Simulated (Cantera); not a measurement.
# Adiabatic ignition

An adiabatic, constant-pressure homogeneous reactor starts with 13.7 % CH3OH, 17.1 % O2, 64.3 % N2, 4.92 % H2O, equivalence ratio 1.2, at 1500 K and 10.0 bar.

Model: GRI-Mech 3.0 (53 species, 325 reactions), integrated in Cantera. GRI-Mech 3.0 was tuned for natural gas; its chemistry of methanol as a main component is partial and can be far from experiment.

| t (s) | T (K) | x CH3OH | x O2 | x H2O | x H2 | x C2H4 |
|---|---|---|---|---|---|---|
| 1.00e-6 | 1500 | 0.137 | 0.171 | 0.0493 | 2.46e-5 | 1.36e-9 |
| 3.88e-6 | 1500 | 0.136 | 0.171 | 0.0494 | 0.000139 | 1.41e-8 |
| 1.51e-5 | 1508 | 0.130 | 0.167 | 0.0529 | 0.00251 | 4.85e-8 |
| 5.85e-5 | 2849 | <1e-12 | 0.00605 | 0.251 | 0.0270 | <1e-12 |
| 0.000227 | 2842 | <1e-12 | 0.00553 | 0.251 | 0.0275 | <1e-12 |
| 0.000881 | 2836 | <1e-12 | 0.00508 | 0.251 | 0.0279 | <1e-12 |
| 0.00342 | 2835 | <1e-12 | 0.00506 | 0.251 | 0.0279 | <1e-12 |
| 0.0133 | 2835 | <1e-12 | 0.00506 | 0.251 | 0.0279 | <1e-12 |
| 0.0515 | 2835 | <1e-12 | 0.00506 | 0.251 | 0.0279 | <1e-12 |
| 0.200 | 2835 | <1e-12 | 0.00506 | 0.251 | 0.0279 | <1e-12 |
x: mole fraction; the columns are a selection and need not sum to one.

| Quantity | Result |
|---|---|
| time of steepest temperature rise | 26.4 µs |
| temperature at 0.200 s | 2835 K |
| equilibrium temperature | 2835 K |
| x(CH3OH) at 0.200 s | <1e-12 (gas-phase equilibrium <1e-12) |
| x(O2) at 0.200 s | 0.00506 (gas-phase equilibrium 0.00506) |
| x(H2O) at 0.200 s | 0.251 (gas-phase equilibrium 0.251) |
